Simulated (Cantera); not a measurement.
A perfectly stirred reactor is fed with 21.3 % CH4, 78.7 % H2O, at 7.80 bar; it is held at 2075 K, and followed from long to short residence time.

Model: GRI-Mech 3.0 (53 species, 325 reactions), integrated in Cantera.

x: mole fraction; the columns are a selection and need not sum to one.

| τ (s) | x CH4 | x H2O | x C2H6 | x C2H4 | x CO2 | x CH2 | x CH2O |
|---|---|---|---|---|---|---|---|
| 9.1 | 2.57e-5 | 0.381 | 1.64e-11 | 6.90e-10 | 0.0214 | 1.26e-9 | 1.98e-7 |
| 2.3 | 0.000101 | 0.382 | 2.53e-10 | 1.02e-8 | 0.0214 | 4.97e-9 | 2.23e-7 |
| 0.56 | 0.000407 | 0.382 | [?] | 1.63e-7 | 0.0215 | 2.00e-8 | 3.26e-7 |
| 0.14 | 0.00148 | 0.384 | [?] | 2.13e-6 | 0.0215 | 7.41e-8 | 6.94e-7 |
| 0.035 | 0.00457 | 0.392 | [?] | 1.96e-5 | 0.0216 | 2.45e-7 | 1.82e-6 |
| 0.0086 | 0.0113 | 0.418 | [?] | 0.000110 | 0.0215 | 7.02e-7 | 4.88e-6 |
| 0.0021 | 0.0228 | 0.477 | [?] | 0.000356 | 0.0198 | 1.73e-6 | 1.30e-5 |

Question: Fill in the missing entries.

Answer: 
- 0.56, x C2H6: 4.08e-9
- 0.14, x C2H6: 5.41e-8
- 0.035, x C2H6: 5.23e-7
- 0.0086, x C2H6: 3.39e-6
- 0.0021, x C2H6: 1.54e-5
